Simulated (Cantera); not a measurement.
Equilibrium for nitride etching: BN + H2O

Feed: 1 mol BN, 0.42 mol H2O, held at 0.00220 bar.

Equilibrium computed with Cantera from the NASA thermochemical tables; the gas is ideal and each condensed phase is pure. Candidate condensed phases: B, BN, B2O3, B3O3H3, H2O; 39 gas species. Mutual solubility and eutectic melting of coexisting phases are not modelled. Rates play no part.

From 775 K to 1525 K the condensed part is BN(s) + B2O3(l). From 1675 K to 1825 K the condensed part is BN(s). The main B-bearing gas is (HBO2)3 at 775 K and B2O2 at 1825 K.

```csv
T (K),log p H2,log p N2,log p HBO,log p B2O3,log p B2O2,log p BO,log p HBO2,n BN(s),n B2O3(l)
775,-2.78,-3.26,-14.20,<-14,<-14,<-14,-10.19,0.720,0.140
925,-2.78,-3.26,-10.96,-13.17,<-14,<-14,-8.26,0.720,0.140
1075,-2.78,-3.26,-8.65,-10.03,-12.94,-13.33,-6.90,0.720,0.140
1225,-2.78,-3.26,-6.92,-7.69,-9.79,-10.42,-5.89,0.720,0.140
1375,-2.79,-3.26,-5.58,-5.88,-7.34,-8.15,-5.12,0.721,0.138
1525,-2.81,-3.27,-4.52,-4.45,-5.39,-6.34,-4.53,0.719,0.122
1675,-2.94,-3.33,-3.81,-3.59,-3.98,-4.96,-4.32,0.683,0
1825,-3.00,-3.29,-3.58,-4.02,-3.60,-4.20,-4.87,0.621,0
```
log p: log10 of the partial pressure in bar; n: condensed amount in mol.
